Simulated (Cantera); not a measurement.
A closed system holds: 1 mol TEOS, 3.5 mol N₂O, 0.48 mol H₂, held at 1575 K and 58.0 mbar.

Equilibrium computed with Cantera from the NASA thermochemical tables; the gas is ideal and each condensed phase is pure. Candidate condensed phases: C, C₆H₆, C₇H₈, C₈H₁₈, H₂O, Si, SiC, SiO₂, Si₂N₂O, Si₃N₄; 151 gas species. The feed counts by its element totals alone. Kinetics and transport are ignored.

Base state: H₂ 0.511, CO 0.341, N₂ 0.146, HCN 0.000478, SiO 0.000424, H 0.000123, CH₄ 2.76e-5, C₂H₂ (acetylene) 1.08e-5 (mole fractions); condensed: C(graphite) + Si₂N₂O(s).

Task: What changes in the equilibrium state with this change: TEOS replaced by SiF₄?

Result: 
```tsv
species	before	after
N₂	0.146	0.520
O₂	<1e-9	0.224
HF	0	0.138
H₂	0.511	1.14e-7
CO	0.341	0
SiF₄	0	0.114
NO	<1e-9	0.00146
HCN	0.000478	0
SiO	0.000424	<1e-9
C(graphite), mol	0.994	0
Si₂N₂O(s), mol	0.496	0
SiO₂(β-quartz), mol	0	0.231
```
The tables hold silica as quartz up to 1696 K and as liquid above; real silica turns to tridymite and cristobalite and melts near 1996 K.
